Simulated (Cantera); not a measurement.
An isothermal, constant-pressure homogeneous reactor starts with CH2O : O2 : N2 = 0.0042 : 0.0096 : 1 (molar parts), at 1175 K and 2.40 bar.

Computed with Cantera and GRI-Mech 3.0 (53 species, 325 reactions).

x: mole fraction; the columns are a selection and need not sum to one.

```csv
t (s),x CH2O,x O2,x NO,x CH2,x C2H
1.00e-5,0.00414,0.00947,<1e-12,<1e-12,<1e-12
5.41e-5,0.00414,0.00947,<1e-12,<1e-12,<1e-12
0.000293,0.00413,0.00946,<1e-12,<1e-12,<1e-12
0.00159,0.00178,0.00866,<1e-12,5.96e-12,<1e-12
0.00860,1.52e-12,?,?,<1e-12,<1e-12
0.0465,<1e-12,0.00549,6.20e-8,<1e-12,<1e-12
0.252,<1e-12,0.00533,?,<1e-12,<1e-12
1.36,<1e-12,0.00533,7.45e-8,<1e-12,<1e-12
7.39,<1e-12,0.00533,7.56e-8,<1e-12,<1e-12
40.0,<1e-12,0.00533,7.57e-8,<1e-12,<1e-12
```

Fill in the missing entries.


- 0.00860, x O2: 0.00624
- 0.00860, x NO: 4.65e-8
- 0.252, x NO: 6.71e-8
